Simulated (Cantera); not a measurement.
Input: 1 mol V, 0.12 mol O₂, 16 mol N₂, at 0.278 Torr.

Equilibrium computed with Cantera from the NASA thermochemical tables; the gas is ideal and each condensed phase is pure. Candidate condensed phases: V, VN, VO, V₂O₃, V₂O₄, V₂O₅; 13 gas species. Mutual solubility and eutectic melting of coexisting phases are not modelled. VN, VO: taken at fixed stoichiometry. Condensed phases not in the tables: solid solutions among these carbides, nitrides and lower oxides, V₂N. Equilibrium is a limit: real reactors are often held back by kinetics, nucleation or transport. All values below are at 1427 °C.

Base state: N₂ 1.000, VO 2.10e-5 (mole fractions); condensed: VN(s) + VO(s).

Q: What changes in the equilibrium state with this change: pressure from 0.278 Torr to 0.00285 Torr?

A: 
| species | before | after |
|---|---|---|
| N₂ | 1.000 | 0.995 |
| V | 7.40e-6 | 0.00284 |
| VO | 2.10e-5 | 0.00205 |
| VO₂ | 3.64e-6 | 9.01e-5 |
| VN(s), mol | 0.760 | 0 |
| VO(s), mol | 0.240 | 0.204 |
| V(s), mol | 0 | 0.716 |
VO: taken at fixed stoichiometry. Condensed phases not in the tables: V₂N, N, O or C dissolved in the metal.
